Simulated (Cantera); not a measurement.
Feed: 1 mol Pb, 0.095 mol O2, 0.35 mol H2, held at 2.10 Torr.

Equilibrium computed with Cantera from the NASA thermochemical tables; the gas is ideal and each condensed phase is pure. Candidate condensed phases: H2O, Pb, PbO, PbO2, Pb3O4; 12 gas species. The numbers say what is thermodynamically allowed, not how fast it happens.

Task: What share of the Pb ends up in condensed phases as a function of T (K), at 573, 673, 773, 873, 973, 1073, 1173, 1273, 1373, 1473, 1573?

Result: 
| T (K) | Pb condensed (%) | as |
|---|---|---|
| 573 | 100.0 | Pb(s) |
| 673 | 100.0 | Pb(l) |
| 773 | 100.0 | Pb(l) |
| 873 | 100.0 | Pb(l) |
| 973 | 99.9 | Pb(l) |
| 1073 | 99.1 | Pb(l) |
| 1173 | 93.8 | Pb(l) |
| 1273 | 33.3 | Pb(l) |
| 1373 | 0.0 | - |
| 1473 | 0.0 | - |
| 1573 | 0.0 | - |
